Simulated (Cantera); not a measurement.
A perfectly stirred reactor is fed with 7.26 % C3H8, 20.2 % O2, 64.6 % N2, 7.99 % CO2, at 7500 Torr; it is adiabatic with a 425 K inlet, and is followed from long to short residence time, starting on the burning branch (τ in s: 0.46, 0.12, 0.031, 0.008, 0.0021, 0.00054, 0.00014, 3.6e-05, 9.4e-06).

Detailed kinetics in Cantera: GRI-Mech 3.0 (53 species, 325 reactions). GRI-Mech 3.0 was tuned for natural gas; its chemistry of propane as a main component is partial and can be far from experiment.

One state of this run: T (K) = 1796; x C3H8 = 0.000157; x O2 = 0.00974; x CO2 = 0.0932; x N2O = 2.97e-8; x CH3 = 0.000571; x CH4 = 0.0103; x HO2 = 1.13e-5. x: mole fraction; the columns are a selection and need not sum to one.

Problem. Which value of τ (s) does it belong to?
(A) 3.6e-5
(B) 0.00054
(C) 9.4e-6
(D) 0.12

Solution. B, 0.00054
